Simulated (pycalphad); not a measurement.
# Effect of Si content in Cu-Si

Computed with pycalphad from the COST 507 light-alloy database (1999), at 1 atm. The data set is of 1999 and partly superseded. Phase fractions are per mole of atoms. Kinetics are ignored, which matters at the lower temperatures.

```tsv
alloy	liquidus (K)	first solid	solidus (K)	phases at 500 K
Cu-31.75Si (at.%)	1098	diamond (Si)	1074	CU19SI6_ETA 0.90, diamond (Si) 0.10
Cu-63.5Si (at.%)	1447	diamond (Si)	1074	diamond (Si) 0.52, CU19SI6_ETA 0.48
Cu-95.25Si (at.%)	1663	diamond (Si)	1074	diamond (Si) 0.94, CU19SI6_ETA 0.06
```

Database names, with the compositions (at.%) that they take in these runs: CU19SI6_ETA: Cu 76 Si 24.
